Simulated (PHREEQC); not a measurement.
A made-up water analysis in mg/L, 20 °C, pH 6.8, pe 9.1: Na 4640; K 3490; Ca 911; Mg 48.3; Cl 9020; S(6) as SO4 3950; Alkalinity as HCO3 254; N(5) as NO3 151; F 5.7; Cu(2) 26.7.

Cl is adjusted to close the charge balance.
Valence states are taken as typed.

Model: ion-association model, wateq4f.dat, run in PHREEQC.

No solid was allowed to form.

Question: Order these F species by the share of F that they hold, largest first: MgF+, CaF+, F-, NaF.

Answer: F- (90 %), NaF (4.5 %), CaF+ (3.2 %), MgF+ (2.3 %)

Question: Order these S species by the share of S that they hold, largest first: NaSO4-, CaSO4, SO4-2, KSO4-, MgSO4.

Answer: SO4-2 (64 %), NaSO4- (15 %), CaSO4 (13 %), KSO4- (7.9 %), MgSO4 (1.3 %)

The pH is 6.80 and the ionic strength 0.373 mol/kgw. Saturation is exceeded, for instance for Atacamite, Malachite; the values hold only as long as no solid forms. Species that the database lacks are ignored.
